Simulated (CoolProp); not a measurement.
Properties of octamethylcyclotetrasiloxane (D4) along the isotherm 620 K (Tc = 586.5 K, pc = 13.47 bar, ω = 0.598).

Computed with CoolProp (reference Helmholtz-energy equation of state, Thol 2015).

```
p (bar)  phase  density (kg/m³)  cp (kJ/(kg K))  cv (kJ/(kg K))  speed of sound (m/s)  Joule-Thomson coefficient (K/MPa)
-------  -----  ---------------  --------------  --------------  --------------------  ---------------------------------
0.421      gas            2.444           2.041           2.011                 131.6                              7.109
0.842      gas            4.933           2.044           2.012                 130.5                              7.210
1.26       gas            7.451           2.046           2.013                 129.3                              7.315
1.68       gas            10.03           2.049           2.014                 128.1                              7.423
2.11       gas            12.72           2.052           2.015                 126.9                              7.538
2.53       gas            15.41           2.055           2.016                 125.6                              7.655
2.95       gas            18.15           2.058           2.017                 124.4                              7.775
3.37       gas            20.95           2.061           2.018                 123.1                              7.901
3.79       gas            23.81           2.065           2.019                 121.8                              8.031
4.21       gas            26.74           2.069           2.021                 120.5                              8.167
4.63       gas            29.73           2.073           2.022                 119.2                              8.308
5.05       gas            32.80           2.077           2.023                 117.8                              8.455
5.47       gas            35.94           2.082           2.024                 116.5                              8.608
5.89       gas            39.17           2.086           2.025                 115.1                              8.768
6.32       gas            42.56           2.092           2.027                 113.6                              8.938
6.74       gas            45.96           2.097           2.028                 112.2                              9.112
```
